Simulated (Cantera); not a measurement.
Feed: 1 mol NaOH, 5.4 mol CO2, equilibrated at 0.250 bar.

These are equilibrium values from Cantera (NASA tables, ideal gas, pure condensed phases), not measurements of a reactor. Candidate condensed phases: C, C6H6, C7H8, C8H18, H2O, Na, NaOH, NaO2, Na2CO3, Na2O, Na2O2; 117 gas species. Rates play no part. All values below are at 2050 K.

Base state: CO2 0.761, Na 0.0910, NaOH 0.0517, H2O 0.0451, O2 0.0307, CO 0.0173, OH 0.00153, NaO 0.00123 (mole fractions); condensed: gas only.

What changes in the equilibrium state with this change: NaOH replaced by Mg(OH)2?


```
species        before     after
-----------  --------  --------
CO2             0.761     0.804
H2O            0.0451     0.152
CO             0.0173    0.0274
Na             0.0910         0
NaOH           0.0517         0
O2             0.0307    0.0136
NaO           0.00123         0
Na2O          1.31e-5         0
H2           0.000215   0.00108
H             6.65e-5  0.000149
O            0.000341  0.000227
MgO(s), mol         0     1.000
```
Further candidate phases: Mg, MgCO3, MgO, Mg(OH)2.

What changes in the equilibrium state with this change: NaOH replaced by Na2SO4?


```tsv
species	before	after
CO2	0.761	0.584
Na	0.0910	0.193
O2	0.0307	0.100
SO2	0	0.0989
NaOH	0.0517	0
H2O	0.0451	0
Na2SO4	0	0.0105
CO	0.0173	0.00734
OH	0.00153	0
H2	0.000215	0
SO	0	0.000144
SO3	0	7.66e-5
H	6.65e-5	0
```
Further candidate phases: Na2S, Na2SO4, S.
